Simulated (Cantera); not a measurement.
Stirred combustor or abatement burner

A perfectly stirred reactor is fed with C3H8 : O2 : N2 : H2O = 1 : 5 : 18.8 : 1.2 (molar parts), equivalence ratio 1.0, at 7.60 bar; it is adiabatic with a 450 K inlet, and is followed from long to short residence time, starting on the burning branch (τ in s: 0.47, 0.12, 0.031, 0.0078, 0.002, 0.00051, 0.00013, 3.3e-05, 8.5e-06).

Cantera simulation using GRI-Mech 3.0 (53 species, 325 reactions); the numbers are that mechanism's predictions, not measurements. GRI-Mech 3.0 was tuned for natural gas; its chemistry of propane as a main component is partial and can be far from experiment.

```tsv
τ (s)	T (K)	x C3H8	x O2	x H2O	x H2	x CH2	x N2O
0.47	2320	8.09e-9	0.00378	0.187	0.00262	5.41e-9	2.98e-7
0.12	2319	3.13e-8	0.00396	0.187	0.00264	2.09e-8	3.09e-7
0.031	2316	1.18e-7	0.00443	0.187	0.00277	7.79e-8	3.36e-7
0.0078	2303	4.44e-7	0.00542	0.186	0.00318	2.76e-7	3.87e-7
0.0020	2275	1.54e-6	0.00727	0.184	0.00411	8.59e-7	4.65e-7
0.00051	2224	5.02e-6	0.0103	0.181	0.00567	2.40e-6	5.34e-7
0.00013	2147	1.58e-5	0.0149	0.177	0.00783	6.20e-6	5.50e-7
3.3e-5	2026	5.96e-5	0.0233	0.171	0.0103	1.64e-5	4.98e-7
8.5e-6	450	0.0385	0.192	0.0462	<1e-12	<1e-12	<1e-12
```
x: mole fraction; the columns are a selection and need not sum to one.
